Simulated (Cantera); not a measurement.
An adiabatic, constant-pressure homogeneous reactor starts with H2 : O2 : N2 = 1 : 1.19 : 4.48 (molar parts), equivalence ratio 0.42, at 1250 K and 3.30 bar.

Model: GRI-Mech 3.0 (53 species, 325 reactions), integrated in Cantera. The hydrogen kinetics of GRI-Mech 3.0 are dated; newer H2 mechanisms differ, most at raised pressure.

Problem. Predict: time of steepest temperature rise; temperature at 7.00 s; equilibrium temperature; x(H2) at 7.00 s; x(O2) at 7.00 s; x(OH) at 7.00 s; x(NO2) at 7.00 s; x(NO) at 7.00 s.

Solution. 
```json
{
 "time_of_steepest_temperature_rise": "13.7 µs",
 "temperature at 7.00 s": "2262 K",
 "equilibrium_temperature": "2262 K",
 "x(H2) at 7.00 s": "0.000452 (gas-phase equilibrium 0.000452)",
 "x(O2) at 7.00 s": "0.105 (gas-phase equilibrium 0.105)",
 "x(OH) at 7.00 s": "0.00502 (gas-phase equilibrium 0.00502)",
 "x(NO2) at 7.00 s": "1.48e-5 (gas-phase equilibrium 1.48e-5)",
 "x(NO) at 7.00 s": "0.00985 (gas-phase equilibrium 0.00985)"
}
```
